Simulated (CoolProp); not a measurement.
Properties of oxygen at several states (Tc = 154.6 K, pc = 5046 kPa, ω = 0.022).

Computed with CoolProp (reference Helmholtz-energy equation of state, Schmidt 1985). Above 300 K oxygen's equation is extrapolated.

| T (K) | p (kPa) | phase | Joule-Thomson coefficient (K/MPa) | fugacity coefficient |
|---|---|---|---|---|
| 670 | 2400 | gas | 0.1508 | 1.007 |
| 380 | 754 | gas | ___ | 0.9993 |
| 647.2 | 2570 | gas | ___ | 1.007 |
| 964.4 | 141 | gas | ___ | 1.000 |
| 294 | 2760 | gas | 2.611 | 0.9817 |

Fill in the missing entries.


- 380, Joule-Thomson coefficient (K/MPa): 1.582
- 647.2, Joule-Thomson coefficient (K/MPa): 0.2023
- 964.4, Joule-Thomson coefficient (K/MPa): -0.2480
